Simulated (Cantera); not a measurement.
Mixture: CH₄ : C₂H₆ : C₃H₈ : O₂ : N₂ = 1 : 0.26 : 0.26 : 4.95 : 18.6 (molar parts), equivalence ratio 0.85, at 10.0 bar, adiabatic and at constant pressure. Ignition delay is the time to a rise of 400 K.

Cantera simulation using GRI-Mech 3.0 (53 species, 325 reactions); the numbers are that mechanism's predictions, not measurements. GRI-Mech 3.0 was tuned for natural gas; its chemistry of propane as a main component is partial and can be far from experiment.

**Question.** What does this change do: constant volume in place of constant pressure?

**Answer.** 
```
quantity                                                before       after
--------------------------------------------------  ----------  ----------
delay at 1200 K                                       0.604 ms    0.566 ms
delay at 1400 K                                        57.3 µs     51.8 µs
delay at 1600 K                                        10.2 µs     8.92 µs
delay at 1800 K                                        3.05 µs     2.62 µs
delay at 2000 K                                        1.32 µs     1.13 µs
apparent activation energy between 1900 and 2100 K  120 kJ/mol  120 kJ/mol
```

**Question.** What does this change do: 0.27 parts H2 added?

**Answer.** 
```json
[
 {"quantity": "delay at 1200 K", "before": "0.604 ms", "after": "0.453 ms"},
 {"quantity": "delay at 1400 K", "before": "57.3 µs", "after": "47.4 µs"},
 {"quantity": "delay at 1600 K", "before": "10.2 µs", "after": "9.22 µs"},
 {"quantity": "delay at 1800 K", "before": "3.05 µs", "after": "2.85 µs"},
 {"quantity": "delay at 2000 K", "before": "1.32 µs", "after": "1.25 µs"},
 {"quantity": "apparent activation energy between 1900 and 2100 K", "before": "120 kJ/mol", "after": "110 kJ/mol"}
]
```

**Question.** What does this change do: C2H6 0.26 to 0.092 parts?

**Answer.** 
| quantity | before | after |
|---|---|---|
| delay at 1200 K | 0.604 ms | 1.10 ms |
| delay at 1400 K | 57.3 µs | 82.6 µs |
| delay at 1600 K | 10.2 µs | 12.1 µs |
| delay at 1800 K | 3.05 µs | 3.37 µs |
| delay at 2000 K | 1.32 µs | 1.45 µs |
| apparent activation energy between 1900 and 2100 K | 120 kJ/mol | 120 kJ/mol |
